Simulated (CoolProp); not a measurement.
C2F6 (R116) at 319.78 K and 5.83 MPa flows at 0.53 m/s in a round tube of 12.7 mm bore and 15 µm roughness, fully developed (64/Re and Nu = 3.66 if laminar; Colebrook and Gnielinski if turbulent). Each further row changes one setting.

Values from CoolProp's reference Helmholtz-energy equation of state, Lemmon 2006. It is a short technical equation, of lower accuracy than the large ones.

```json
[
 {"case": "as stated", "Reynolds number": "103000", "Darcy friction factor": "0.0227", "pressure drop (Pa/m)": "?", "heat-transfer coefficient (W/(m² K))": "1250", "mass flow (kg/h)": "182"},
 {"case": "velocity 1.06 m/s", "Reynolds number": "206000", "Darcy friction factor": "?", "pressure drop (Pa/m)": "721", "heat-transfer coefficient (W/(m² K))": "2420", "mass flow (kg/h)": "?"},
 {"case": "diameter 25.4 mm", "Reynolds number": "206000", "Darcy friction factor": "?", "pressure drop (Pa/m)": "79.9", "heat-transfer coefficient (W/(m² K))": "?", "mass flow (kg/h)": "?"}
]
```

Problem. Complete the blanks.

Solution. 
- as stated, pressure drop (Pa/m): 189
- velocity 1.06 m/s, Darcy friction factor: 0.0217
- velocity 1.06 m/s, mass flow (kg/h): 363
- diameter 25.4 mm, Darcy friction factor: 0.0192
- diameter 25.4 mm, heat-transfer coefficient (W/(m² K)): 1090
- diameter 25.4 mm, mass flow (kg/h): 727

Viscosity comes from a separate model (Huber 2003), an estimate that may be off by 10 % or more. Thermal conductivity comes from a separate model (Huber 2003), an estimate that may be off by 10 % or more.
